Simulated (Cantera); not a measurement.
## Low-pressure radical oxidation in H2/O2

A perfectly stirred reactor is fed with H₂ : O₂ : H₂O = 0.2 : 1 : 0.096 (molar parts), equivalence ratio 0.10, at 10.00 Torr; it is held at 900 K, and followed from long to short residence time.

Detailed kinetics in Cantera: the H2/O2 subset of GRI-Mech 3.0, which has no nitrogen chemistry. Radical loss at walls, strong at low pressure, is not modelled. Below about 950 K walls govern HO2 and H2O2 in real vessels. The temperature is held fixed by assumption; the heat of reaction is taken as removed at once.

| τ (s) | x H₂ | x O₂ | x H | x H₂O₂ | x OH | x HO₂ |
|---|---|---|---|---|---|---|
| 1.2 | 0.00255 | 0.752 | 0.000149 | 4.44e-7 | 0.000303 | 1.31e-5 |
| 0.42 | 0.00455 | 0.752 | 0.000422 | 5.04e-7 | 0.000474 | 1.66e-5 |
| 0.15 | 0.00791 | 0.751 | 0.00115 | 5.55e-7 | 0.000742 | 1.95e-5 |
| 0.055 | 0.0134 | 0.750 | 0.00300 | 5.89e-7 | 0.00114 | 2.16e-5 |
| 0.020 | 0.0226 | 0.748 | 0.00745 | 5.90e-7 | 0.00170 | 2.25e-5 |
| 0.0072 | 0.0382 | 0.745 | 0.0162 | 5.38e-7 | 0.00235 | 2.18e-5 |
| 0.0026 | 0.0650 | 0.744 | 0.0253 | 4.37e-7 | 0.00271 | 1.95e-5 |
x: mole fraction; the columns are a selection and need not sum to one.
